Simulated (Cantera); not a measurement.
A closed system holds: 1 mol Si, 0.027 mol CO2, 130 mol H2, held at 700 °C and 13.3 mbar.

These are equilibrium values from Cantera (NASA tables, ideal gas, pure condensed phases), not measurements of a reactor. Candidate condensed phases: C, C6H6, C7H8, C8H18, H2O, Si, SiC, SiO2; 123 gas species. The numbers say what is thermodynamically allowed, not how fast it happens.

Base state: H2 1.000 (mole fractions); condensed: Si(s) + SiC(s) + SiO2(β-quartz).

Problem. What changes in the equilibrium state with this change: temperature from 700 °C to 1552 °C?

Solution. 
```json
[
 {"species": "H2", "before": "1.000", "after": "0.995"},
 {"species": "H", "before": "9.36e-9", "after": "0.00381"},
 {"species": "SiO", "before": "1.22e-8", "after": "0.000369"},
 {"species": "Si", "before": "<1e-9", "after": "0.000341"},
 {"species": "CO", "before": "<1e-9", "after": "4.50e-5"},
 {"species": "SiH", "before": "<1e-9", "after": "4.18e-5"},
 {"species": "SiH2", "before": "<1e-9", "after": "3.54e-5"},
 {"species": "Si(s), mol", "before": "0.946", "after": "0"},
 {"species": "SiC(s), mol", "before": "0.0269", "after": "0.0205"},
 {"species": "SiO2(β-quartz), mol", "before": "0.0270", "after": "0"},
 {"species": "Si(l), mol", "before": "0", "after": "0.875"}
]
```
Mutual solubility and eutectic melting of coexisting phases are not modelled. Gases not in the tables: Si2H6 and higher silanes.
